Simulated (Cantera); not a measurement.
**Low-pressure radical oxidation in H2/O2**

An isothermal, constant-pressure homogeneous reactor starts with 0.814 % H₂, 74.0 % O₂, 25.2 % N₂, equivalence ratio 0.0055, at 1050 K and 0.0118 atm.

Model: the H2/O2 subset of GRI-Mech 3.0, which has no nitrogen chemistry, integrated in Cantera. Radical loss at walls, strong at low pressure, is not modelled.

```json
[
 {"t (s)": "2.00e-5", "x H₂": "0.00814", "x O₂": "0.740", "x H₂O": "<1e-12", "x H": "3.61e-12", "x O": "<1e-12"},
 {"t (s)": "4.33e-5", "x H₂": "0.00814", "x O₂": "0.740", "x H₂O": "<1e-12", "x H": "7.22e-12", "x O": "1.18e-12"},
 {"t (s)": "9.38e-5", "x H₂": "0.00814", "x O₂": "0.740", "x H₂O": "<1e-12", "x H": "1.34e-11", "x O": "4.96e-12"},
 {"t (s)": "0.000203", "x H₂": "0.00814", "x O₂": "0.740", "x H₂O": "2.28e-12", "x H": "2.25e-11", "x O": "1.90e-11"},
 {"t (s)": "0.000440", "x H₂": "0.00814", "x O₂": "0.740", "x H₂O": "1.68e-11", "x H": "3.55e-11", "x O": "6.59e-11"},
 {"t (s)": "0.000953", "x H₂": "0.00814", "x O₂": "0.740", "x H₂O": "1.12e-10", "x H": "6.60e-11", "x O": "2.28e-10"},
 {"t (s)": "0.00206", "x H₂": "0.00814", "x O₂": "0.740", "x H₂O": "8.03e-10", "x H": "1.93e-10", "x O": "1.00e-9"},
 {"t (s)": "0.00447", "x H₂": "0.00814", "x O₂": "0.740", "x H₂O": "1.02e-8", "x H": "1.53e-9", "x O": "9.42e-9"},
 {"t (s)": "0.00969", "x H₂": "0.00814", "x O₂": "0.740", "x H₂O": "8.80e-7", "x H": "1.20e-7", "x O": "7.54e-7"},
 {"t (s)": "0.0210", "x H₂": "0.00418", "x O₂": "0.737", "x H₂O": "0.00320", "x H": "0.000629", "x O": "0.00244"},
 {"t (s)": "0.0454", "x H₂": "4.91e-5", "x O₂": "0.734", "x H₂O": "0.00770", "x H": "0.000431", "x O": "0.00511"},
 {"t (s)": "0.0984", "x H₂": "2.59e-5", "x O₂": "0.736", "x H₂O": "0.00788", "x H": "0.000224", "x O": "0.00350"},
 {"t (s)": "0.213", "x H₂": "1.33e-5", "x O₂": "0.737", "x H₂O": "0.00801", "x H": "8.30e-5", "x O": "0.00181"},
 {"t (s)": "0.462", "x H₂": "5.00e-6", "x O₂": "0.738", "x H₂O": "0.00810", "x H": "1.94e-5", "x O": "0.000688"},
 {"t (s)": "1.00", "x H₂": "1.44e-6", "x O₂": "0.739", "x H₂O": "0.00814", "x H": "3.13e-6", "x O": "0.000204"}
]
```
x: mole fraction; the columns are a selection and need not sum to one.

Equilibrium at this temperature and pressure: H₂ 3.16e-11, O₂ 0.739, H₂O 0.00818, H <1e-12, O 5.28e-9 (gas phase only).
